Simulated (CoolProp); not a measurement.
p-xylene along the isobar 13.9 MPa: density (kg/m³) from the reference equation and from simpler models built on Tc = 343.0 °C, pc = 3.532 MPa, ω = 0.324; each cubic takes its own stable root.

Values from CoolProp's reference Helmholtz-energy equation of state, Zhou 2012.

```tsv
T (°C)	phase	reference	van der Waals	Redlich-Kwong	Soave-Redlich-Kwong
38.05	liquid	856.1	500.0	726.4	742.5
52.15	liquid	844.6	495.6	718.0	735.1
66.35	liquid	…	…	709.4	727.3
80.45	liquid	…	486.6	700.6	719.2
94.65	liquid	809.7	…	691.5	710.8
108.75	liquid	798.0	477.3	682.2	…
122.85	liquid	786.1	472.6	672.7	693.0
137.05	liquid	774.1	…	662.9	683.5
151.15	liquid	762.0	463.0	652.9	…
```

Q: Fill in the missing entries.

A: 
- 66.35, reference: 833.0
- 66.35, van der Waals: 491.1
- 80.45, reference: 821.4
- 94.65, van der Waals: 481.9
- 108.75, Soave-Redlich-Kwong: 702.1
- 137.05, van der Waals: 467.8
- 151.15, Soave-Redlich-Kwong: 673.6
